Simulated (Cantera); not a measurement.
Feed: 1 mol C₂H₂, 1.6 mol CO₂, held at 1 atm.

Method: chemical equilibrium by Gibbs-energy minimisation in Cantera with the NASA 1993 tables (ideal gas, pure condensed phases). Candidate condensed phases: C, C₆H₆, C₇H₈, C₈H₁₈, H₂O; 131 gas species. Ions and electrons are included (thermal ionisation). Kinetics and transport are ignored.

x: gas mole fraction; n: condensed amount in mol.

```csv
T (°C),x CO,x H,x H₂,x C,x C₃,x C₂H₂ (acetylene),n C(graphite)
2227,0.757,0.0119,0.228,1.64e-7,4.91e-7,0.00247,0.379
2727,0.736,…,…,…,…,0.0114,…
3227,0.676,0.187,0.101,0.00217,0.0118,0.0120,0
3727,0.618,…,…,…,0.0122,…,0
4227,0.587,0.345,0.0101,0.0451,0.00369,5.32e-5,0
4727,0.574,0.353,0.00305,0.0655,0.000313,1.38e-6,0
```

Complete the blanks.


- 2727, x H: 0.0673
- 2727, x H₂: 0.184
- 2727, x C: 5.00e-5
- 2727, x C₃: 0.000308
- 2727, n C(graphite): 0.284
- 3727, x H: 0.305
- 3727, x H₂: 0.0370
- 3727, x C: 0.0150
- 3727, x C₂H₂ (acetylene): 0.00119
